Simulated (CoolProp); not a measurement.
The numbers come from the reference Helmholtz-energy equation of state, Beckmüller 2019 in CoolProp.

Question: Give the vapour pressure (kPa), vapour density (kg/m³), enthalpy of vaporisation (kJ/kg), surface tension (mN/m) of saturated n-octane at 302.9, 327.5 K.

Answer: 
```
T (K)  p (kPa)  vapour density (kg/m³)  enthalpy of vaporisation (kJ/kg)  surface tension (mN/m)
-----  -------  ----------------------  --------------------------------  ----------------------
302.9     2.44                   0.111                               361                    20.7
327.5     8.19                   0.347                               346                    18.4
```

Surface tension comes from a separate correlation (Mulero 2012).
